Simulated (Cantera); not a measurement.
Feed: 1 mol B, 6.7 mol N₂, equilibrated at 130 Pa.

Cantera equilibrium calculation (NASA polynomials, part measured and part estimated; ideal gas, pure solids and liquids). Candidate condensed phases: B, BN; 5 gas species. N₂ is the only nitrogen source here; it is nearly inert below about 1500 K, so the nitride shown seldom forms there in practice. Rates play no part.

**Question.** Which condensed phases are stable at each of these points (T (K)): 873, 1073, 1273, 1473, 1673, 1873, 2073, 2273, 2473?

**Answer.** 
```csv
T (K),condensed phases,B condensed (%)
873,BN(s),100.0
1073,BN(s),100.0
1273,BN(s),100.0
1473,BN(s),100.0
1673,BN(s),100.0
1873,BN(s),100.0
2073,BN(s),99.9
2273,B(s),96.2
2473,B(l),63.2
```

From 873 K to 2073 K the condensed part is BN(s). At 2273 K the condensed part is B(s). At 2473 K the condensed part is B(l).
